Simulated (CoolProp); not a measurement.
Saturation properties of acetone (Tc = 235.0 °C, pc = 4692 kPa, ω = 0.307).

Computed with CoolProp (reference Helmholtz-energy equation of state, Lemmon 2006). It is a short technical equation, of lower accuracy than the large ones.

```
T (°C)  p (kPa)  liquid density (kg/m³)  vapour Z
------  -------  ----------------------  --------
-8.85     5.711                   821.6    0.9908
4.65      11.84                   807.1    0.9857
18.25     22.79                     ___    0.9788
31.75     40.80                   777.0    0.9698
45.25     68.96                   761.6    0.9587
58.85     111.3                   745.7    0.9450
72.35     171.5                   729.3    0.9287
85.95       ___                   712.2    0.9093
99.45     367.1                   694.6       ___
112.95    513.0                   676.1    0.8612
126.55    700.9                   656.4    0.8316
```

Complete the blanks.


- 18.25, liquid density (kg/m³): 792.1
- 85.95, p (kPa): 255.4
- 99.45, vapour Z: 0.8869

It boils at 56.1 °C under 1 atm.
